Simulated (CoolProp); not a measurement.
Vapour pressure (bar) of n-perfluoropentane: the reference equation beside estimates from Tc = 147.9 °C, pc = 20.63 bar, ω = 0.436. Clausius-Clapeyron is anchored at -1.25 °C with a constant enthalpy of vaporisation of 28.55 kJ/mol.

The numbers come from the reference Helmholtz-energy equation of state, Gao 2022 in CoolProp.

```tsv
T (°C)	reference	Lee-Kesler	Clausius-Clapeyron	van der Waals	Redlich-Kwong	Soave-Redlich-Kwong	Peng-Robinson
-48.55	0.01630	0.01599	0.01979	0.8781	0.1096	0.01626	0.01767
-41.85	0.02667	0.02618	0.03082	1.057	0.1571	0.02657	0.02851
-35.05	0.04247	0.04176	0.04710	1.263	0.2207	0.04227	0.04485
-28.35	0.06512	0.06416	0.06989	1.492	0.3015	0.06478	0.06807
-21.55	0.09768	0.09643	0.1021	1.751	0.4051	0.09714	0.1012
-14.75	0.1427	0.1412	0.1462	2.040	0.5340	0.1420	0.1467
-8.05	0.2026	0.2009	0.2046	2.355	0.6893	0.2016	0.2068
-1.25	0.2829	0.2812	0.2829	2.707	0.8792	0.2816	0.2872
5.55	0.3871	0.3856	0.3849	3.091	1.106	0.3858	0.3913
12.25	0.5180	0.5170	0.5140	3.504	1.368	0.5169	0.5217
19.05	0.6847	0.6846	0.6801	3.959	1.678	0.6841	0.6876
25.75	0.8879	0.8890	0.8851	4.443	2.030	0.8884	0.8896
32.55	1.140	1.142	1.143	4.972	2.439	1.142	1.140
39.35	1.444	1.449	1.459	5.541	2.904	1.449	1.443
46.05	1.801	1.809	1.838	6.141	3.419	1.812	1.799
```

Absolute difference from the reference over all 15 rows, mean and median: Lee-Kesler 0.8 and 0.6 %, Clausius-Clapeyron 4.6 and 1.0 %, van der Waals 1478.1 and 856.9 %, Redlich-Kwong 254.2 and 210.8 %, Soave-Redlich-Kwong 0.4 and 0.4 %, Peng-Robinson 2.5 and 1.5 %.
